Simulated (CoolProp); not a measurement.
The fluid at 298.15 K and 9.68 MPa expands adiabatically to 0.656 MPa with isentropic efficiency 0.8. The same conditions are run with several fluids, on thermodynamics alone (safety and materials aside).

Model: reference Helmholtz-energy equation of state of each fluid (CF4 (R14): Platzer 1990; oxygen: Schmidt 1985; ethylene: Smukala 2000; carbon monoxide: Lemmon 2006; methane: Setzmann 1991), in CoolProp. The equations of Platzer and Polt are older, rougher fits.

```
fluid            work (kJ/kg)  final temperature (K)                       final phase  final density (kg/m³)
---------------  ------------  ---------------------  --------------------------------  ---------------------
CF4 (R14)          (withheld)                  183.6                               gas                   43.3
oxygen                    107                  161.2                               gas             (withheld)
ethylene           (withheld)             (withheld)  two-phase, vapour fraction 0.527                   22.4
carbon monoxide           124             (withheld)                               gas                   14.2
methane                   202                  166.1                               gas             (withheld)
```

Problem. Fill in the missing entries.

Solution. 
- CF4 (R14), work (kJ/kg): 34.2
- oxygen, final density (kg/m³): 16.3
- ethylene, work (kJ/kg): 51.8
- ethylene, final temperature (K): 209.3
- carbon monoxide, final temperature (K): 161.8
- methane, final density (kg/m³): 8.25
